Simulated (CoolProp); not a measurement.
Propylene along the isotherm 335.5 K: Z from the reference equation and from simpler models built on Tc = 364.2 K, pc = 45.55 bar, ω = 0.146; each cubic takes its own stable root.

Computed with CoolProp (reference Helmholtz-energy equation of state, Lemmon 2013).

```json
[
 {"p (bar)": "12.7", "phase": "gas", "reference": "0.8620"},
 {"p (bar)": "25.3", "phase": "gas", "reference": "0.6653"},
 {"p (bar)": "38", "phase": "liquid", "reference": "0.1307"},
 {"p (bar)": "50.6", "phase": "liquid", "reference": "0.1705"},
 {"p (bar)": "63.3", "phase": "liquid", "reference": "0.2096"},
 {"p (bar)": "75.9", "phase": "liquid", "reference": "0.2476"},
 {"p (bar)": "88.6", "phase": "liquid", "reference": "0.2854"},
 {"p (bar)": "101", "phase": "liquid", "reference": "0.3217"},
 {"p (bar)": "114", "phase": "liquid", "reference": "0.3594"}
]
```

Question: How far does each simpler model (Soave-Redlich-Kwong, Peng-Robinson) lie from the reference over these 9 states: mean and median of the absolute difference, and the worst?

Answer: 
- Soave-Redlich-Kwong: mean 8.9 %, median 9.8 %, worst +14.9 % at 335.5 K and 38 bar
- Peng-Robinson: mean 1.6 %, median 1.5 %, worst -3.2 % at 335.5 K and 114 bar
